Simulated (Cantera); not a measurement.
# Ignition delay

Mixture: 6.93 % CH4, 1.66 % C2H6, 0.263 % C3H8, 19.1 % O2, 72.1 % N2, equivalence ratio 1.1, at 550000 Pa, adiabatic and at constant volume. Ignition delay is the time to a rise of 400 K.

Model: GRI-Mech 3.0 (53 species, 325 reactions), integrated in Cantera.

| T0 (K) | delay (ms) |
|---|---|
| 1000 | 29.5 |
| 1050 | 10.8 |
| 1100 | 4.32 |
| 1150 | 1.87 |
| 1200 | 0.874 |
| 1250 | 0.443 |
| 1300 | 0.242 |

apparent activation energy between 1200 and 1300 K: 170 kJ/mol
